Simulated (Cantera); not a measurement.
**Nb + O2 + H2 (tantalum, niobium, vanadium and zirconium in process gases)**

A closed system holds: 1 mol Nb, a varied amount of O2, 240 mol H2, held at 5400 Torr.

These are equilibrium values from Cantera (NASA tables, ideal gas, pure condensed phases), not measurements of a reactor. Candidate condensed phases: H2O, Nb, NbO, NbO2, Nb2O5; 12 gas species. Mutual solubility and eutectic melting of coexisting phases are not modelled. NbO: taken at fixed stoichiometry. Condensed phases not in the tables: N, O or C dissolved in the metal. Rates play no part.

Problem. Map the stable condensed phases over T = 1325, 1425, 1525, 1625, 1725, 1825, 1925, 2025, 2125, 2225 K and n(O2) in mol = 0.015, 0.02, 0.025, 0.032, 0.041, 0.053, 0.068, 0.087.

Solution. 
```
T in K \ n(O2) in mol
         0.015  0.02 0.025 0.032 0.041 0.053 0.068 0.087
   2225      A     A     A     A     A     A     A     A
   2125      A     A     A     A     A     A     A     A
   2025      A     A     A     A     A     A     A     A
   1925      A     A     A     A     A     A     A     A
   1825      A     A     A     A     A     A     A     B
   1725      A     A     A     A     B     B     B     B
   1625      A     B     B     B     B     B     B     B
   1525      B     B     B     B     B     B     B     B
   1425      B     B     B     B     B     B     B     B
   1325      B     B     B     B     B     B     B     B
```
A: Nb; B: Nb + NbO.
